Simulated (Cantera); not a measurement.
Input: 1 mol Si₂Cl₆, 0.15 mol Cl₂, 20 mol H₂, equilibrated at 777 °C and 615 Torr.

Equilibrium computed with Cantera from the NASA thermochemical tables; the gas is ideal and each condensed phase is pure. The feed counts by its element totals alone. The tables' values for SiCl₃ are old estimates; treat these amounts as uncertain. Kinetics and transport are ignored.

```
species       before     after
----------  --------  --------
H₂             0.907     0.914
SiCl₄         0.0458    0.0477
SiHCl₃        0.0289    0.0312
HCl           0.0149   0.00498
SiCl₂       0.000458   3.90e-5
SiCl₃        0.00108  0.000215
SiH₃Cl       3.90e-5   3.17e-5
SiH₂Cl₂      0.00208   0.00200
Si(s), mol     0.316     0.261
```
Gas species are given as mole fractions.

Task: Which change was made?
(A) temperature from 777 °C to 1227 °C
(B) temperature from 777 °C to 650 °C
(C) temperature from 777 °C to 527 °C
(D) temperature from 777 °C to 977 °C

Result: B, temperature from 777 °C to 650 °C
